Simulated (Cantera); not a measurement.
Cantera with NASA thermochemical tables; ideal gases at 1 bar, condensed phases pure. Values are per mole of reaction as written; species without (g) are pure solids or liquids, kept so even where they would boil at 1 bar.

V2O5 + 5 H2(g) ⇌ 5 H2O(g) + 2 V, with ΔH° = 341.4 kJ and ΔS° = 217.7 J/K at 300 K.

**Question.** How far is the shortcut ΔG° ≈ ΔH°(300 K) − T·ΔS°(300 K) from the full temperature-dependent value at 1873, 1973, 2073, 2173, 2273, 2373 K?

**Answer.** 
```csv
T (K),shortcut (kJ),full (kJ),difference (kJ),difference in log10 K,condensed phases
1873,-66.3,129.5,-195.8,5.46,"V2O5(l), V(s)"
1973,-88.1,126.8,-214.9,5.69,"V2O5(l), V(s)"
2073,-109.9,124.2,-234.1,5.90,"V2O5(l), V(s)"
2173,-131.6,121.8,-253.4,6.09,"V2O5(l), V(s)"
2273,-153.4,117.6,-271.0,6.23,"V2O5(l), V(l)"
2373,-175.2,113.1,-288.3,6.35,"V2O5(l), V(l)"
```
The shortcut ignores heat capacities and the phase changes listed.
